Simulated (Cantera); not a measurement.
# Stirred combustor or abatement burner

A perfectly stirred reactor is fed with 12.2 % CO, 3.18 % H2, 10.5 % O2, 56.9 % N2, 17.1 % H2O, at 101000 Pa; it is adiabatic with a 623 K inlet, and is followed from long to short residence time, starting on the burning branch (τ in s: 0.039, 0.015, 0.0057, 0.0022, 0.00083, 0.00032, 0.00012, 4.7e-05, 1.8e-05, 6.8e-06).

Cantera simulation using GRI-Mech 3.0 (53 species, 325 reactions); the numbers are that mechanism's predictions, not measurements.

```json
[
 {"τ (s)": "0.039", "T (K)": "1782", "x CO": "0.00216", "x H2": "0.000732", "x O2": "0.0317", "x NO": "1.09e-5", "x H2O": "0.218"},
 {"τ (s)": "0.015", "T (K)": "1763", "x CO": "0.00382", "x H2": "0.00128", "x O2": "0.0325", "x NO": "8.53e-6", "x H2O": "0.216"},
 {"τ (s)": "0.0057", "T (K)": "1731", "x CO": "0.00662", "x H2": "0.00218", "x O2": "0.0341", "x NO": "6.68e-6", "x H2O": "0.214"},
 {"τ (s)": "0.0022", "T (K)": "1682", "x CO": "0.0110", "x H2": "0.00345", "x O2": "0.0365", "x NO": "5.68e-6", "x H2O": "0.212"},
 {"τ (s)": "0.00083", "T (K)": "1604", "x CO": "0.0184", "x H2": "0.00504", "x O2": "0.0407", "x NO": "4.97e-6", "x H2O": "0.208"},
 {"τ (s)": "0.00032", "T (K)": "1472", "x CO": "0.0341", "x H2": "0.00620", "x O2": "0.0490", "x NO": "3.16e-6", "x H2O": "0.204"},
 {"τ (s)": "0.00012", "T (K)": "623", "x CO": "0.122", "x H2": "0.0318", "x O2": "0.105", "x NO": "<1e-12", "x H2O": "0.171"},
 {"τ (s)": "4.7e-5", "T (K)": "623", "x CO": "0.122", "x H2": "0.0318", "x O2": "0.105", "x NO": "<1e-12", "x H2O": "0.171"},
 {"τ (s)": "1.8e-5", "T (K)": "623", "x CO": "0.122", "x H2": "0.0318", "x O2": "0.105", "x NO": "<1e-12", "x H2O": "0.171"},
 {"τ (s)": "6.8e-6", "T (K)": "623", "x CO": "0.122", "x H2": "0.0318", "x O2": "0.105", "x NO": "<1e-12", "x H2O": "0.171"}
]
```
x: mole fraction; the columns are a selection and need not sum to one.
